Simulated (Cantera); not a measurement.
## Silicates and aluminates: SiO2 + MgO + O2

Charge: 1 mol SiO2, 0.43 mol MgO, 0.14 mol O2, held at 1750 K and 44.0 mbar.

Equilibrium computed with Cantera from the NASA thermochemical tables; the gas is ideal and each condensed phase is pure. Candidate condensed phases: Mg, MgO, MgSiO3, Mg2SiO4, Si, SiO2; 11 gas species. Mutual solubility and eutectic melting of coexisting phases are not modelled. The tables hold silica as quartz up to 1696 K and as liquid above; real silica turns to tridymite and cristobalite and melts near 1996 K. Condensed phases not in the tables: alloys, solid solutions and most ternary compounds. Kinetics and transport are ignored.

The x(O2) is 1.000, the x(O) comes out as 0.000357 and the n(MgSiO3(s)) is 0.430 mol. The n(SiO2(condensed)) is 0.570 mol, the gas amount is 0.1400 mol and the log10 activity of Mg(l) (absent) is -12.39. The log10 activity of Si(l) (absent) is -16.53.
